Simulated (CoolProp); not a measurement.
Computed with CoolProp (reference Helmholtz-energy equation of state, Akasaka 2020).

Question: For R1123, give the phase and the cv (kJ/(kg K)), Joule-Thomson coefficient (K/MPa), isothermal compressibility (1/MPa) at 220.5 K and 13.1 MPa; 400.8 K and 13.1 MPa.

Answer: 
- 220.5 K and 13.1 MPa: liquid; cv 0.805, Joule-Thomson coefficient -0.317, isothermal compressibility 0.00157
- 400.8 K and 13.1 MPa: supercritical; cv 0.978, Joule-Thomson coefficient 2.61, isothermal compressibility 0.0715
